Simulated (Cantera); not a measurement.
Adiabatic ignition

An adiabatic, constant-pressure homogeneous reactor starts with 15.4 % CH3OH, 16.5 % O2, 62.1 % N2, 6.01 % H2O, at 1575 K and 195 Torr.

Model: GRI-Mech 3.0 (53 species, 325 reactions), integrated in Cantera. GRI-Mech 3.0 was tuned for natural gas; its chemistry of methanol as a main component is partial and can be far from experiment.

| t (s) | T (K) | x CH3OH | x O2 | x H2O | x H2 | x C2H6 | x CH2 |
|---|---|---|---|---|---|---|---|
| 2.00e-6 | 1575 | 0.154 | 0.165 | 0.0601 | 7.11e-6 | 4.41e-11 | 3.93e-7 |
| 7.29e-6 | 1575 | 0.154 | 0.165 | 0.0601 | 3.81e-5 | 1.85e-9 | 3.94e-7 |
| 2.65e-5 | 1575 | 0.154 | 0.165 | 0.0603 | 0.000180 | 4.99e-8 | 3.92e-7 |
| 9.67e-5 | 1576 | 0.150 | 0.163 | 0.0616 | 0.00146 | 2.81e-7 | 3.97e-7 |
| 0.000352 | 2151 | <1e-12 | 0.0197 | 0.208 | 0.0578 | <1e-12 | <1e-12 |
| 0.00128 | 2446 | <1e-12 | 0.0114 | 0.224 | 0.0585 | <1e-12 | <1e-12 |
| 0.00468 | 2606 | <1e-12 | 0.00750 | 0.238 | 0.0547 | <1e-12 | <1e-12 |
| 0.0170 | 2606 | <1e-12 | 0.00692 | 0.239 | 0.0551 | <1e-12 | <1e-12 |
| 0.0620 | 2604 | <1e-12 | 0.00677 | 0.239 | 0.0553 | <1e-12 | <1e-12 |
| 0.226 | 2604 | <1e-12 | 0.00677 | 0.239 | 0.0553 | <1e-12 | <1e-12 |
| 0.823 | 2604 | <1e-12 | 0.00677 | 0.239 | 0.0553 | <1e-12 | <1e-12 |
| 3.00 | 2604 | <1e-12 | 0.00677 | 0.239 | 0.0553 | <1e-12 | <1e-12 |
x: mole fraction; the columns are a selection and need not sum to one.

```json
{
  "time_of_steepest_temperature_rise": "0.317 ms",
  "temperature at 3.00 s": "2604 K",
  "equilibrium_temperature": "2604 K",
  "x(CH3OH) at 3.00 s": "<1e-12 (gas-phase equilibrium <1e-12)",
  "x(O2) at 3.00 s": "0.00677 (gas-phase equilibrium 0.00677)",
  "x(H2O) at 3.00 s": "0.239 (gas-phase equilibrium 0.239)"
}
```
